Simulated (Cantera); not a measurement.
Input: 1 mol SiF4, 0.11 mol H2O, at 1150 K and 13.3 mbar.

These are equilibrium values from Cantera (NASA tables, ideal gas, pure condensed phases), not measurements of a reactor. Candidate condensed phases: H2O, Si, SiO2; 38 gas species. The tables hold silica as quartz up to 1696 K and as liquid above; real silica turns to tridymite and cristobalite and melts near 1996 K. Rates play no part.

Base state: SiF4 0.815, HF 0.182, H2O 0.00385 (mole fractions); condensed: SiO2(β-quartz).

Question: What changes in the equilibrium state with this change: H2O from 0.11 to 0.35 mol?

Answer: 
```tsv
species	before	after
SiF4	0.815	0.560
HF	0.182	0.416
H2O	0.00385	0.0244
SiO2(β-quartz), mol	0.0528	0.157
```
